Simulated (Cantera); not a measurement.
A perfectly stirred reactor is fed with CH₄ : O₂ : N₂ = 1 : 2.04 : 19.6 (molar parts), at 1600000 Pa; it is adiabatic with a 723 K inlet, and is followed from long to short residence time, starting on the burning branch (τ in s: 0.044, 0.021, 0.0098, 0.0046, 0.0022, 0.001, 0.00048, 0.00023, 0.00011, 5.1e-05, 2.4e-05).

Detailed kinetics in Cantera: GRI-Mech 3.0 (53 species, 325 reactions). The pressure lies above the range GRI-Mech 3.0 was tuned for (to about 10 atm).

Question: What does this change do: O2 2.04 to 2.9 parts?

Answer: 
```csv
quantity,before,after
"blow-out, bracketed by the residence times tried","burning at 2.20 ms, out at 1.00 ms","burning at 1.00 ms, out at 0.480 ms"
x(CH₄) at τ = 44.0 ms,1.53e-5,1.19e-5
x(O₂) at τ = 44.0 ms,0.00219,0.0384
x(CH₃) at τ = 44.0 ms,3.17e-6,1.88e-6
x(CH₂CO) at τ = 44.0 ms,4.20e-8,1.08e-8
x(CH₂O) at τ = 44.0 ms,1.75e-6,1.16e-6
x(CH₄) at τ = 1.00 ms,0.0442,0.000308
x(O₂) at τ = 1.00 ms,0.0901,0.0408
x(CH₃) at τ = 1.00 ms,<1e-12,3.81e-5
x(CH₂CO) at τ = 1.00 ms,<1e-12,3.09e-6
x(CH₂O) at τ = 1.00 ms,<1e-12,3.35e-5
```

Question: What does this change do: pressure from 1600000 Pa to 32000 Pa?

Answer: 
```tsv
quantity	before	after
blow-out, bracketed by the residence times tried	burning at 2.20 ms, out at 1.00 ms	burning at 1.00 ms, out at 0.480 ms
x(CH₄) at τ = 44.0 ms	1.53e-5	2.61e-5
x(O₂) at τ = 44.0 ms	0.00219	0.00638
x(CH₃) at τ = 44.0 ms	3.17e-6	5.15e-6
x(CH₂CO) at τ = 44.0 ms	4.20e-8	4.20e-9
x(CH₂O) at τ = 44.0 ms	1.75e-6	2.37e-6
x(CH₄) at τ = 1.00 ms	0.0442	0.00145
x(O₂) at τ = 1.00 ms	0.0901	0.0200
x(CH₃) at τ = 1.00 ms	<1e-12	0.000158
x(CH₂CO) at τ = 1.00 ms	<1e-12	1.56e-6
x(CH₂O) at τ = 1.00 ms	<1e-12	7.93e-5
```
